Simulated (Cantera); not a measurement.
A Cantera script and its output.

```python
import numpy as np
import cantera as ct

gas = ct.Solution("h2o2.yaml")
gas.TPX = 448, 140000, {'H2': 1, 'O2': 0.505, 'N2': 1.9}
flame = ct.FreeFlame(gas, width=0.032)
flame.set_refine_criteria(ratio=3, slope=0.08, curve=0.16)
flame.transport_model = "mixture-averaged"
flame.solve(loglevel=0, auto=True)
z, T = flame.grid, flame.T
thick = (T[-1] - T[0]) / np.gradient(T, z).max()
show = ['H2', 'O2', 'HO2', 'H', 'O', 'H2O2']
print(f"laminar burning velocity  {flame.velocity[0] * 100:.3f} cm/s")
print(f"burnt temperature         {T[-1]:.1f} K")
print(f"thermal thickness         {thick * 1e3:.4f} mm")
print(f"grid points               {len(z)}")
z0 = z[flame.heat_release_rate.argmax()]
print(f"{'z/mm':>9s}{'T/K':>9s}{'u/(m/s)':>9s}" + "".join(f"{s:>11s}" for s in show))
rows = []
for k in (-3, -2, -1.5, -1, -0.5, -0.25, 0, 0.25, 0.5, 1, 2, 4, 8):
    zz = z0 + k * thick
    rows.append([k * thick, np.interp(zz, z, T), np.interp(zz, z, flame.velocity),
                 *(np.interp(zz, z, flame.X[gas.species_index(s)]) for s in show)])
    print(f"{rows[-1][0] * 1e3:9.3f}{rows[-1][1]:9.1f}{rows[-1][2]:9.3f}" + "".join(f"{x:11.3e}" for x in rows[-1][3:]))
```

Output:

```
laminar burning velocity  441.073 cm/s
burnt temperature         2463.4 K
thermal thickness         0.2680 mm
grid points               112
     z/mm      T/K  u/(m/s)         H2         O2        HO2          H          O       H2O2
   -0.804    448.0    4.411  2.937e-01  1.483e-01  6.421e-13  3.465e-16  8.666e-14  1.409e-14
   -0.536    448.0    4.411  2.937e-01  1.483e-01  3.190e-11  1.531e-14  3.770e-12  7.645e-13
   -0.402    448.0    4.411  2.937e-01  1.483e-01  1.660e-09  5.369e-13  1.278e-10  4.263e-11
   -0.268    448.0    4.410  2.935e-01  1.484e-01  5.341e-08  2.685e-11  2.717e-09  1.426e-09
   -0.134    459.6    4.491  2.877e-01  1.494e-01  1.049e-04  5.540e-06  1.578e-06  4.061e-06
   -0.067    690.9    6.541  2.513e-01  1.462e-01  4.036e-04  2.466e-03  1.673e-04  6.387e-05
    0.000   1178.9   10.760  1.598e-01  1.124e-01  1.463e-04  2.328e-02  3.568e-03  1.324e-05
    0.067   1526.3   13.749  7.526e-02  5.647e-02  6.205e-05  4.338e-02  9.498e-03  4.215e-06
    0.134   1698.8   15.203  4.906e-02  3.436e-02  3.336e-05  4.352e-02  1.091e-02  2.374e-06
    0.268   1871.3   16.587  4.228e-02  2.605e-02  2.056e-05  3.363e-02  9.649e-03  1.209e-06
    0.536   2036.3   17.853  3.863e-02  2.172e-02  1.335e-05  2.269e-02  7.187e-03  6.700e-07
    1.072   2185.1   18.953  3.304e-02  1.762e-02  8.240e-06  1.391e-02  4.788e-03  4.298e-07
    2.144   2307.0   19.825  2.641e-02  1.396e-02  5.043e-06  7.863e-03  2.914e-03  3.148e-07
```

Computed with Cantera and the H2/O2 subset of GRI-Mech 3.0, which has no nitrogen chemistry. Burning velocities carry a grid error of a few per cent, more on coarse grids.
